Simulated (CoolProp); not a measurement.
The numbers come from the reference Helmholtz-energy equation of state, Lemmon 2006 in CoolProp. It is a short technical equation, of lower accuracy than the large ones.

**Question.** For isopentane, give the phase and the Z, cv (kJ/(kg K)), isothermal compressibility (1/MPa), expansivity (1/kK) at 35.05 °C and 3200 kPa.

**Answer.** 
- 35.05 °C and 3200 kPa: liquid; Z 0.148, cv 1.75, isothermal compressibility 0.00243, expansivity 1.65
